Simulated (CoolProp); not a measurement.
Carbon monoxide along the isobar 43.3 bar: density (kg/m³) from the reference equation and from simpler models built on Tc = 132.9 K, pc = 34.98 bar, ω = 0.050; each cubic takes its own stable root.

Values from CoolProp's reference Helmholtz-energy equation of state, Lemmon 2006. It is a short technical equation, of lower accuracy than the large ones.

| T (K) | phase | reference | van der Waals | Redlich-Kwong |
|---|---|---|---|---|
| 113 | liquid | ___ | 461.6 | ___ |
| 146.7 | supercritical | ___ | 171.4 | ___ |
| 180.5 | supercritical | ___ | 99.11 | 96.74 |
| 214.3 | supercritical | ___ | ___ | 74.37 |
| 248 | supercritical | 61.20 | ___ | 61.64 |
| 281.8 | supercritical | 52.65 | 53.84 | 53.04 |
| 315.5 | supercritical | 46.40 | 47.34 | 46.75 |
| 349.3 | supercritical | 41.57 | 42.32 | 41.88 |
| 383.1 | supercritical | 37.70 | 38.31 | 37.98 |
| 416.8 | supercritical | 34.53 | 35.04 | 34.79 |

Problem. Complete the blanks.

Solution. 
- 113, reference: 652.2
- 113, Redlich-Kwong: 630.3
- 146.7, reference: 164.1
- 146.7, Redlich-Kwong: 165.4
- 180.5, reference: 96.07
- 214.3, reference: 73.85
- 214.3, van der Waals: 75.98
- 248, van der Waals: 62.77
